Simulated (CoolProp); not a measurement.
Properties of R11 along the isotherm 213.35 °C (Tc = 198.0 °C, pc = 4.408 MPa, ω = 0.189).

Values from CoolProp's reference Helmholtz-energy equation of state, Jacobsen 1992.

```tsv
p (MPa)	phase	density (kg/m³)	cv (kJ/(kg K))	conductivity (mW/(m K))	fugacity coefficient
0.826	gas	29.81	0.6229	16.5	0.9439
1.65	gas	63.97	0.6297	16.9	0.8886
2.48	gas	105.0	0.6399	17.6	0.8333
3.31	gas	157.1	0.6552	19.0	0.7780
4.13	gas	230.4	0.6794	22.0	0.7227
4.96	supercritical	374.5	0.7221	29.8	0.6641
5.79	supercritical	683.1	0.7224	38.3	0.6008
6.61	supercritical	796.2	0.6992	39.8	0.5463
```

Thermal conductivity comes from a separate model (McLinden 2000), an estimate that may be off by 10 % or more.
